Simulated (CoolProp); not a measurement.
Vapour-liquid equilibrium of methanol (1) + ethanol (2) at 16 kPa; x and y are mole fractions of (1).

Model: multi-fluid Helmholtz-energy mixture model, de Reuck 1993 and Schroeder 2014; pair parameters Bell 2016, in CoolProp.

```csv
x,bubble temperature (K),y at the bubble point,dew temperature at overall composition x (K),liquid density (mol/L)
0.05,310.0,0.098,310.5,17.09
0.15,308.2,0.263,309.5,17.70
0.25,306.6,0.400,308.4,18.34
0.35,305.2,0.518,307.2,19.02
0.45,303.8,0.621,306.0,19.74
0.55,302.5,0.712,304.7,20.50
0.65,301.2,0.792,303.4,21.31
0.75,299.9,0.863,301.9,22.17
0.85,298.7,0.925,300.2,23.08
0.95,297.6,0.977,298.2,24.06
```

No azeotrope shows between x = 0.05 and 0.95.

Pair parameters are fitted to limited data, so mixtures are less certain than the pure fluids.
